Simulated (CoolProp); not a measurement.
R11 along the isobar 13.3 bar: Z from the reference equation and from simpler models built on Tc = 198.0 °C, pc = 44.08 bar, ω = 0.189; each cubic takes its own stable root.

Computed with CoolProp (reference Helmholtz-energy equation of state, Jacobsen 1992).

| T (°C) | phase | reference |
|---|---|---|
| 72.65 | liquid | 0.04675 |
| 77.45 | liquid | 0.04657 |
| 82.25 | liquid | 0.04641 |
| 87.05 | liquid | 0.04627 |
| 91.85 | liquid | 0.04617 |
| 96.65 | liquid | 0.04608 |
| 101.45 | liquid | 0.04603 |
| 106.25 | liquid | 0.04601 |
| 111.05 | liquid | 0.04603 |
| 115.95 | liquid | 0.04608 |
| 120.75 | liquid | 0.04617 |
| 125.55 | gas | 0.7841 |
| 130.35 | gas | 0.7957 |
| 135.15 | gas | 0.8061 |
| 139.95 | gas | 0.8157 |
| 144.75 | gas | 0.8244 |

Q: How far does each simpler model (van der Waals, Soave-Redlich-Kwong, Peng-Robinson) lie from the reference over these 16 states: mean and median of the absolute difference, and the worst?

A: 
- van der Waals: mean 849.1 %, median 834.5 %, worst +1719.4 % at 120.75 °C and 13.3 bar
- Soave-Redlich-Kwong: mean 5.7 %, median 7.1 %, worst +9.8 % at 120.75 °C and 13.3 bar
- Peng-Robinson: mean 3.5 %, median 4.2 %, worst -5.9 % at 72.65 °C and 13.3 bar

At some of these states van der Waals gives the other phase, because its saturation line lies elsewhere.
